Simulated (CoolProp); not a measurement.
n-pentane along the isobar 4040 kPa: Z from the reference equation and from simpler models built on Tc = 469.7 K, pc = 3368 kPa, ω = 0.251; each cubic takes its own stable root.

Values from CoolProp's reference Helmholtz-energy equation of state, Thol 2019.

```tsv
T (K)	phase	reference
332.1	liquid	0.1781
343.6	liquid	0.1758
355.1	liquid	0.1738
366.5	liquid	0.1723
378	liquid	0.1713
389.5	liquid	0.1708
400.9	liquid	0.1709
412.4	liquid	0.1717
423.9	liquid	0.1734
435.4	liquid	0.1764
446.8	liquid	0.1813
458.3	liquid	0.1898
469.8	supercritical	0.2074
481.2	supercritical	0.2889
492.7	supercritical	0.4760
```

Question: How far does each simpler model (van der Waals, Soave-Redlich-Kwong) lie from the reference over these 15 states: mean and median of the absolute difference, and the worst?

Answer: 
- van der Waals: mean 52.1 %, median 58.5 %, worst +61.5 % at 332.1 K and 4040 kPa
- Soave-Redlich-Kwong: mean 13.7 %, median 12.2 %, worst +24.5 % at 469.8 K and 4040 kPa
